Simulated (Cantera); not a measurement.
A perfectly stirred reactor is fed with CH4 : C2H6 : C3H8 : O2 : N2 = 1 : 0.45 : 0.089 : 2.68 : 11.5 (molar parts), equivalence ratio 1.5, at 9.87 atm; it is adiabatic with a 700 K inlet, and is followed from long to short residence time, starting on the burning branch (τ in s: 0.036, 0.015, 0.006, 0.0024, 0.00099, 0.0004, 0.00016, 6.6e-05, 2.7e-05).

Detailed kinetics in Cantera: GRI-Mech 3.0 (53 species, 325 reactions).

**Question.** Predict: blow-out, bracketed by the residence times tried; x(CH4) at τ = 36.0 ms; x(C2H6) at τ = 36.0 ms; x(C3H8) at τ = 36.0 ms; x(H2O2) at τ = 36.0 ms; x(O2) at τ = 36.0 ms; x(CH4) at τ = 0.990 ms; x(C2H6) at τ = 0.990 ms; x(C3H8) at τ = 0.990 ms; x(H2O2) at τ = 0.990 ms; x(O2) at τ = 0.990 ms.

**Answer.** 
```
Quantity                                                                      Result
------------------------------------------------  ----------------------------------
blow-out, bracketed by the residence times tried  burning at 66.0 µs, out at 27.0 µs
x(CH4) at τ = 36.0 ms                                                       0.000521
x(C2H6) at τ = 36.0 ms                                                       2.95e-7
x(C3H8) at τ = 36.0 ms                                                       3.28e-8
x(H2O2) at τ = 36.0 ms                                                       4.66e-9
x(O2) at τ = 36.0 ms                                                         7.09e-5
x(CH4) at τ = 0.990 ms                                                       0.00342
x(C2H6) at τ = 0.990 ms                                                      1.39e-5
x(C3H8) at τ = 0.990 ms                                                      1.06e-6
x(H2O2) at τ = 0.990 ms                                                      1.21e-7
x(O2) at τ = 0.990 ms                                                        0.00177
```
